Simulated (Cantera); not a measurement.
A perfectly stirred reactor is fed with H2 : O2 : N2 = 1.3 : 1 : 16 (molar parts), equivalence ratio 0.65, at 49000 Pa; it is held at 1198 K, and followed from long to short residence time.

Detailed kinetics in Cantera: GRI-Mech 3.0 (53 species, 325 reactions). The temperature is held fixed by assumption; the heat of reaction is taken as removed at once.

Question: Predict: x(H2) at τ = 1.10 s; x(O2) at τ = 1.10 s; x(N2O) at τ = 1.10 s; x(HO2) at τ = 1.10 s; x(OH) at τ = 1.10 s; x(H2) at τ = 16.0 ms; x(O2) at τ = 16.0 ms; x(N2O) at τ = 16.0 ms; x(HO2) at τ = 16.0 ms; x(OH) at τ = 16.0 ms.

Answer: 
- x(H2) at τ = 1.10 s = 0.000108
- x(O2) at τ = 1.10 s = 0.0198
- x(N2O) at τ = 1.10 s = 3.13e-7
- x(HO2) at τ = 1.10 s = 1.92e-6
- x(OH) at τ = 1.10 s = 0.000102
- x(H2) at τ = 16.0 ms = 0.00157
- x(O2) at τ = 16.0 ms = 0.0204
- x(N2O) at τ = 16.0 ms = 9.76e-8
- x(HO2) at τ = 16.0 ms = 5.97e-6
- x(OH) at τ = 16.0 ms = 0.000437
